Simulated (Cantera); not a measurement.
Input: 1 mol Si3N4, 0.1 mol H2O, 16 mol N2, equilibrated at 23.0 Pa.

Cantera equilibrium calculation (NASA polynomials, part measured and part estimated; ideal gas, pure solids and liquids). Candidate condensed phases: H2O, Si, SiO2, Si2N2O, Si3N4; 35 gas species. Mutual solubility and eutectic melting of coexisting phases are not modelled. The tables' values for SiN are old estimates; treat these amounts as uncertain. Rates play no part.

x: gas mole fraction; n: condensed amount in mol.

```json
[
 {"T (K)": "1250", "x N2": "0.994", "x Si": "2.43e-10", "x H2": "0.00620", "x SiO": "2.04e-7", "x H": "2.51e-6", "x Si2N": "<1e-12", "n Si2N2O(s)": "0.1000", "n Si3N4(s)": "0.933", "n Si(s)": "0", "n Si(l)": "0"},
 {"T (K)": "1300", "x N2": "0.994", "x Si": "3.16e-9", "x H2": "0.00620", "x SiO": "1.75e-6", "x H": "5.74e-6", "x Si2N": "3.13e-12", "n Si2N2O(s)": "0.1000", "n Si3N4(s)": "0.933", "n Si(s)": "0", "n Si(l)": "0"},
 {"T (K)": "1350", "x N2": "0.994", "x Si": "3.39e-8", "x H2": "0.00619", "x SiO": "1.28e-5", "x H": "1.24e-5", "x Si2N": "6.44e-11", "n Si2N2O(s)": "0.0998", "n Si3N4(s)": "0.933", "n Si(s)": "0", "n Si(l)": "0"},
 {"T (K)": "1400", "x N2": "0.994", "x Si": "3.07e-7", "x H2": "0.00618", "x SiO": "8.11e-5", "x H": "2.52e-5", "x Si2N": "1.06e-9", "n Si2N2O(s)": "0.0987", "n Si3N4(s)": "0.934", "n Si(s)": "0", "n Si(l)": "0"},
 {"T (K)": "1450", "x N2": "0.993", "x Si": "2.38e-6", "x H2": "0.00617", "x SiO": "0.000451", "x H": "4.90e-5", "x Si2N": "1.44e-8", "n Si2N2O(s)": "0.0927", "n Si3N4(s)": "0.936", "n Si(s)": "0", "n Si(l)": "0"},
 {"T (K)": "1500", "x N2": "0.992", "x Si": "?", "x H2": "0.00613", "x SiO": "?", "x H": "?", "x Si2N": "?", "n Si2N2O(s)": "?", "n Si3N4(s)": "0.945", "n Si(s)": "0", "n Si(l)": "0"},
 {"T (K)": "1550", "x N2": "0.988", "x Si": "9.58e-5", "x H2": "0.00607", "x SiO": "0.00615", "x H": "0.000162", "x Si2N": "1.59e-6", "n Si2N2O(s)": "0", "n Si3N4(s)": "0.966", "n Si(s)": "0", "n Si(l)": "0"},
 {"T (K)": "1600", "x N2": "0.988", "x Si": "0.000424", "x H2": "0.00536", "x SiO": "0.00549", "x H": "0.000262", "x Si2N": "9.24e-6", "n Si2N2O(s)": "0", "n Si3N4(s)": "0", "n Si(s)": "2.89", "n Si(l)": "0"},
 {"T (K)": "1650", "x N2": "0.988", "x Si": "?", "x H2": "0.00527", "x SiO": "0.00549", "x H": "?", "x Si2N": "?", "n Si2N2O(s)": "0", "n Si3N4(s)": "0", "n Si(s)": "2.88", "n Si(l)": "0"},
 {"T (K)": "1700", "x N2": "0.986", "x Si": "0.00295", "x H2": "0.00513", "x SiO": "0.00548", "x H": "0.000696", "x Si2N": "4.86e-5", "n Si2N2O(s)": "0", "n Si3N4(s)": "0", "n Si(s)": "0", "n Si(l)": "2.84"},
 {"T (K)": "1750", "x N2": "0.982", "x Si": "0.00653", "x H2": "0.00491", "x SiO": "0.00546", "x H": "0.00107", "x Si2N": "8.60e-5", "n Si2N2O(s)": "0", "n Si3N4(s)": "0", "n Si(s)": "0", "n Si(l)": "2.77"},
 {"T (K)": "1800", "x N2": "0.974", "x Si": "0.0138", "x H2": "0.00460", "x SiO": "0.00541", "x H": "0.00160", "x Si2N": "0.000147", "n Si2N2O(s)": "0", "n Si3N4(s)": "0", "n Si(s)": "0", "n Si(l)": "2.63"},
 {"T (K)": "1850", "x N2": "0.959", "x Si": "0.0280", "x H2": "0.00417", "x SiO": "0.00533", "x H": "0.00229", "x Si2N": "0.000243", "n Si2N2O(s)": "0", "n Si3N4(s)": "0", "n Si(s)": "0", "n Si(l)": "2.35"}
]
```

What belongs in the gaps?


- 1650, x Si: 0.00116
- 1650, x H: 0.000435
- 1650, x Si2N: 2.22e-5
- 1500, x Si: 1.61e-5
- 1500, x SiO: 0.00223
- 1500, x H: 9.09e-5
- 1500, x Si2N: 1.64e-7
- 1500, n Si2N2O(s): 0.0639
